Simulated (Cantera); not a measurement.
Input: 1 mol Cu, 0.51 mol O2, 1.5 mol H2, at 1850 K and 17.0 Pa.

Cantera equilibrium calculation (NASA polynomials, part measured and part estimated; ideal gas, pure solids and liquids). Candidate condensed phases: Cu, CuO, Cu(OH)2, Cu2O, H2O; 12 gas species. Rates play no part.

Base state: H2O 0.400, Cu 0.396, H2 0.183, H 0.0177, OH 0.00285, O 0.000210, O2 0.000202, Cu2 6.62e-5 (mole fractions); condensed: gas only.

**Question.** What changes in the equilibrium state with this change: O2 from 0.51 to 2.6 mol?

**Answer.** 
```tsv
species	before	after
O2	0.000202	0.413
H2O	0.400	0.327
Cu	0.396	0.227
H2	0.183	0.00331
H	0.0177	0.00238
OH	0.00285	0.0174
O	0.000210	0.00951
CuO	9.15e-6	0.000237
Cu2	6.62e-5	2.18e-5
```
